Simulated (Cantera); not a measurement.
# Premixed flame

A freely propagating, adiabatic, planar premixed flame of CH₄ : H₂ : O₂ : N₂ = 1 : 0.045 : 1.84 : 6.91 (molar parts), unburnt at 400 K and 0.132 atm; multicomponent+Soret transport, grid criteria slope 0.08 and curve 0.16, no radiation.

Model: GRI-Mech 3.0 (53 species, 325 reactions), integrated in Cantera. Burning velocities carry a grid error of a few per cent, more on coarse grids.

```csv
z (mm),T (K),u (m/s),x CH₄,x H₂,x O₂,x CH₂O,x CH₂,x HCN
-6.51,400,0.956,0.102,0.00488,0.188,<1e-8,<1e-8,<1e-8
-4.34,400,0.958,0.102,0.00573,0.188,1.78e-7,<1e-8,<1e-8
-3.25,403,0.965,0.101,0.00714,0.187,1.79e-6,<1e-8,<1e-8
-2.17,442,1.06,0.0977,0.0111,0.185,3.01e-5,<1e-8,2.07e-8
-1.08,841,2.06,0.0724,0.0227,0.156,0.000361,4.81e-7,6.31e-7
-0.542,1270,3.16,0.0410,0.0311,0.113,0.000888,1.43e-5,1.92e-6
0,1664,4.20,0.0109,0.0343,0.0632,0.000743,6.40e-5,4.15e-6
0.542,1832,4.64,0.00110,0.0290,0.0327,0.000161,2.35e-5,4.23e-6
1.08,1867,4.72,5.85e-5,0.0247,0.0210,1.11e-5,1.69e-6,2.22e-6
2.17,1887,4.75,1.47e-7,0.0237,0.0154,2.95e-8,<1e-8,4.25e-7
4.34,1908,4.78,<1e-8,0.0243,0.0137,<1e-8,<1e-8,2.32e-8
8.68,1935,4.84,<1e-8,0.0239,0.0128,<1e-8,<1e-8,<1e-8
17.4,1977,4.93,<1e-8,0.0228,0.0116,<1e-8,<1e-8,<1e-8
```
x: mole fraction of selected species; z is measured from the peak of heat release.

```json
{
  "laminar_burning_velocity": "95.6 cm/s",
  "thermal_thickness": "2.17 mm",
  "peak x(CH₂O)": "0.000971",
  "peak x(CH₂)": "6.45e-5",
  "peak x(HCN)": "4.71e-6",
  "grid_points": "166"
}
```
